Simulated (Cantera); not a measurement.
Feed: 1 mol TEOS, 0.92 mol N2O, at 700 K and 3.30 Torr.

Equilibrium computed with Cantera from the NASA thermochemical tables; the gas is ideal and each condensed phase is pure. Candidate condensed phases: C, C6H6, C7H8, C8H18, H2O, Si, SiC, SiO2, Si2N2O, Si3N4; 151 gas species. The feed counts by its element totals alone. Kinetics and transport are ignored.

Task: What is the equilibrium state?

Result: 
- x(H2) = 0.717
- x(N2) = 0.0765
- x(H2O) = 0.0756
- x(CO) = 0.0560
- x(CO2) = 0.0556
- x(CH4) = 0.0192
- x(NH3) = 6.92e-6
- n(C(graphite)) = 6.43 mol
- n(SiO2(α-quartz)) = 1.00 mol
- gas amount = 12.03 mol
- log10 activity of Si(s) (absent) = -25.34
